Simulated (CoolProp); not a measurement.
Acetone along the isotherm -2.35 °C: Z from the reference equation and from simpler models built on Tc = 235.0 °C, pc = 4.692 MPa, ω = 0.307; each cubic takes its own stable root.

Values from CoolProp's reference Helmholtz-energy equation of state, Lemmon 2006. It is a short technical equation, of lower accuracy than the large ones.

```csv
p (MPa),phase,reference,van der Waals,Redlich-Kwong,Soave-Redlich-Kwong,Peng-Robinson
0.0371,liquid,0.001175,0.9900,0.001557,0.001510,0.001342
0.0578,liquid,0.001830,0.9844,0.002425,0.002353,0.002090
0.0899,liquid,0.002846,0.9755,0.003772,0.003660,0.003251
0.14,liquid,0.004432,0.9612,0.005873,0.005699,0.005062
0.218,liquid,0.006901,0.01355,0.009144,0.008873,0.007882
0.34,liquid,0.01076,0.02112,0.01426,0.01384,0.01229
0.529,liquid,0.01674,0.03284,0.02218,0.02152,0.01912
0.823,liquid,0.02604,0.05104,0.03448,0.03347,0.02974
1.28,liquid,0.04048,0.07924,0.05359,0.05203,0.04623
2,liquid,0.06320,0.1235,0.08363,0.08123,0.07219
3.11,liquid,0.09817,0.1913,0.1298,0.1262,0.1121
4.84,liquid,0.1525,0.2960,0.2015,0.1960,0.1743
7.53,liquid,0.2367,0.4569,0.3122,0.3040,0.2705
11.7,liquid,0.3664,0.7023,0.4822,0.4704,0.4188
```

At some of these states van der Waals gives the other phase, because its saturation line lies elsewhere.
